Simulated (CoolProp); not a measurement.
Values from CoolProp's reference Helmholtz-energy equation of state, Thol 2014.

Question: For diethyl ether, give the phase and the density (kg/m³), cv (kJ/(kg K)), isothermal compressibility (1/MPa), expansivity (1/kK) at 548 K and 5.88 MPa.

Answer: 
- 548 K and 5.88 MPa: supercritical; density 150, cv 2.37, isothermal compressibility 0.266, expansivity 7.40
